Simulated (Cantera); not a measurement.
Input: 1 mol CaCO₃, 6.2 mol H₂, 0.57 mol H₂O, held at 81.0 Pa.

Equilibrium computed with Cantera from the NASA thermochemical tables; the gas is ideal and each condensed phase is pure. Candidate condensed phases: C, C₆H₆, C₇H₈, C₈H₁₈, Ca, CaCO₃, CaO, Ca(OH)₂, H₂O; 115 gas species. The numbers say what is thermodynamically allowed, not how fast it happens. All values below are at 1350 K.

Base state: H₂ 0.685, H₂O 0.186, CO 0.113, CO₂ 0.0157, H 6.93e-5 (mole fractions); condensed: CaO(s).

What changes in the equilibrium state with this change: H₂ from 6.2 to 0.14 mol?


```json
[
 {"species": "CO₂", "before": "0.0157", "after": "0.525"},
 {"species": "H₂O", "before": "0.186", "after": "0.393"},
 {"species": "CO", "before": "0.113", "after": "0.0593"},
 {"species": "H₂", "before": "0.685", "after": "0.0226"},
 {"species": "H", "before": "6.93e-5", "after": "1.26e-5"},
 {"species": "CaO(s), mol", "before": "1.00", "after": "1.00"}
]
```
